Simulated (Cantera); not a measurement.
# Thermodynamics of silicon etching in halogen gases, feed Si + HBr + H₂

Charge: 1 mol Si, 4 mol HBr, 3.7 mol H₂.

These are equilibrium values from Cantera (NASA tables, ideal gas, pure condensed phases), not measurements of a reactor. Candidate condensed phases: Br₂, Si; 19 gas species. The tables' values for SiBr₃ are old estimates. Rates play no part.

Task: Map the stable condensed phases over T = 550, 650, 750, 850, 950, 1050, 1150, 1250, 1350, 1450 °C and P in Pa = 1, 3.6, 13, 46, 170, 600, 2200, 7700, 28000, 100000.

Result: 
```
T in °C \ P in Pa
              1    3.6     13     46    170    600   2200   7700  28000 100000
   1450       A      B      B      A      A      A      A      A      A      A
   1350       B      B      A      A      A      A      A      A      A      A
   1250       B      B      A      A      A      A      A      A      A      A
   1150       B      A      A      A      A      A      A      A      A      A
   1050       A      A      A      A      A      A      A      A      B      B
    950       A      A      A      A      A      A      B      B      B      B
    850       A      A      A      B      B      B      B      B      B      B
    750       B      B      B      B      B      B      B      B      B      B
    650       B      B      B      B      B      B      B      B      A      A
    550       B      B      B      B      B      B      B      A      A      A
```
A: gas only; B: Si.
